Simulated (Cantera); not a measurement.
Charge: 1 mol Pb, 0.0013 mol H₂S, 1.1 mol N₂, at 1700 K and 0.120 Torr.

These are equilibrium values from Cantera (NASA tables, ideal gas, pure condensed phases), not measurements of a reactor. Candidate condensed phases: Pb, PbS, S; 18 gas species. Kinetics and transport are ignored.

Base state: N₂ 0.523, Pb 0.475, PbS 0.000579, H₂ 0.000489, H 0.000258, S 3.46e-5 (mole fractions); condensed: gas only.

Task: What changes in the equilibrium state with this change: H₂S from 0.0013 to 0.025 mol?

Result: 
```tsv
species	before	after
N₂	0.523	0.517
Pb	0.475	0.460
H₂	0.000489	0.0111
PbS	0.000579	0.00986
S₂	1.92e-6	0.000593
SH	9.99e-7	8.36e-5
S	3.46e-5	0.000608
H	0.000258	0.00123
```

Task: What changes in the equilibrium state with this change: H₂S from 0.0013 to 0.28 mol?

Result: 
```tsv
species	before	after
N₂	0.523	0.446
Pb	0.475	0.354
H₂	0.000489	0.110
S₂	1.92e-6	0.0277
PbS	0.000579	0.0518
H₂S	1.32e-8	0.000359
SH	9.99e-7	0.00180
S	3.46e-5	0.00416
H	0.000258	0.00387
```
